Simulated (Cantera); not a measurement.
A perfectly stirred reactor is fed with CH4 : CO : O2 : N2 = 1 : 0.047 : 3.89 : 14.6 (molar parts), at 16.0 bar; it is adiabatic with a 500 K inlet, and is followed from long to short residence time, starting on the burning branch (τ in s: 0.067, 0.024, 0.0087, 0.0031, 0.0011, 0.00041, 0.00015, 5.3e-05, 1.9e-05, 6.9e-06).

Cantera simulation using GRI-Mech 3.0 (53 species, 325 reactions); the numbers are that mechanism's predictions, not measurements. The pressure lies above the range GRI-Mech 3.0 was tuned for (to about 10 atm).

One state of this run: T (K) = 1679; x CH4 = 4.71e-5; x CO = 0.000533; x O2 = 0.0959; x NO = 1.38e-6; x C2H = 9.68e-12. x: mole fraction; the columns are a selection and need not sum to one.

Question: Which value of τ (s) does it belong to?
(A) 5.3e-5
(B) 6.9e-6
(C) 0.0011
(D) 0.0087

Answer: D, 0.0087
